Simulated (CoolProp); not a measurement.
Vapour-liquid equilibrium of R143a (1) + n-butane (2) at 2.61 bar; x and y are mole fractions of (1).

Computed with CoolProp (multi-fluid Helmholtz-energy mixture model, Lemmon and Jacobsen 2000 and Bücker 2006; pair parameters Bell 2016).

```csv
x,"bubble temperature, mixture model (°C)","bubble temperature, Raoult's law (°C)","y, mixture model","y, Raoult's law"
0.05,9.3,21.1,0.449,0.218
0.2,-12.0,7.1,0.773,0.589
0.35,-17.5,-2.6,0.832,0.767
0.5,-19.7,-9.8,0.857,0.865
0.65,-21.3,-15.4,0.879,0.926
0.8,-22.9,-20.0,0.911,0.965
0.95,-24.5,-23.9,0.970,0.993
```

The largest gap from Raoult's law is -19.1 K in bubble temperature, at x = 0.2. No azeotrope shows between x = 0.05 and 0.95.

The pair parameters rest on a limited set of measurements; away from them the model extrapolates. With so large a gap from Raoult's law the liquid may split in two, which this calculation doesn't test in full.
